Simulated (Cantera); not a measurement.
A freely propagating, adiabatic, planar premixed flame of H2 : O2 : N2 = 1 : 0.333 : 1.13 (molar parts), equivalence ratio 1.5, unburnt at 425 K and 750 Torr; mixture-averaged transport, grid criteria slope 0.08 and curve 0.16, no radiation.

Cantera simulation using the H2/O2 subset of GRI-Mech 3.0, which has no nitrogen chemistry; the numbers are that mechanism's predictions, not measurements. Burning velocities carry a grid error of a few per cent, more on coarse grids.

Q: How do the results move with these cheaper or finer settings: unity-Lewis-number transport; multicomponent transport; multicomponent+Soret transport; grid criteria slope 0.5, curve 1; grid criteria slope 0.25, curve 0.5; grid criteria slope 0.03, curve 0.06?

A: 
```
setting                               laminar burning velocity  thermal thickness  peak x(H)  peak x(OH)  grid points
------------------------------------  ------------------------  -----------------  ---------  ----------  -----------
as above                                              561 cm/s           0.385 mm     0.0872      0.0111          117
unity-Lewis-number transport                          345 cm/s           0.328 mm     0.0904      0.0110          113
multicomponent transport                              548 cm/s           0.387 mm     0.0869      0.0111          117
multicomponent+Soret transport                        522 cm/s           0.376 mm     0.0851      0.0112          117
grid criteria slope 0.5, curve 1                      611 cm/s           0.499 mm     0.0896      0.0124           37
grid criteria slope 0.25, curve 0.5                   573 cm/s           0.418 mm     0.0885      0.0117           61
grid criteria slope 0.03, curve 0.06                  558 cm/s           0.376 mm     0.0870      0.0110          278
```
Unity Lewis numbers drop preferential diffusion, which matters most where H2 and H carry the flame; Soret adds thermal diffusion.
